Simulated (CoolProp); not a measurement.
CHF3 (R23) at several states: density (kg/m³) from the reference equation and from simpler models built on Tc = 26.1 °C, pc = 4.832 MPa, ω = 0.263; each cubic takes its own stable root.

The numbers come from the reference Helmholtz-energy equation of state, Penoncello 2003 in CoolProp.

```
T (°C)  p (MPa)          phase  reference
------  -------  -------------  ---------
126.05    0.733            gas      15.77
35.15       1.6            gas      49.45
138.15    0.028            gas     0.5736
-10.35     24.9         liquid       1258
19.55     0.258            gas      7.583
49.75      5.84  supercritical      269.4
```

Problem. How far does each simpler model (van der Waals, Redlich-Kwong, Peng-Robinson) lie from the reference over these 6 states: mean and median of the absolute difference, and the worst?

Solution. 
- van der Waals: mean 7.3 %, median 1.1 %, worst -36.1 % at -10.35 °C and 24.9 MPa
- Redlich-Kwong: mean 2.8 %, median 0.4 %, worst -14.5 % at -10.35 °C and 24.9 MPa
- Peng-Robinson: mean 0.6 %, median 0.3 %, worst -2.5 % at -10.35 °C and 24.9 MPa
